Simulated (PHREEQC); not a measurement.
Alkaline etch or developer

Consider water at 25 °C with 22 mmol/kgw TMAH and 37 mmol/kgw K2CO3. Closed to the air; pH follows from the charge balance.

All values are PHREEQC results (ion-association model, phreeqc.dat), not measurements.

No solid was allowed to form.

Q: Estimate the pH.

A: pH 12.21.

Complexes and solids missing from the database can't appear. (CH3)4N+ isn't in the database: it is added as a free cation with an ion size of 4 Å.
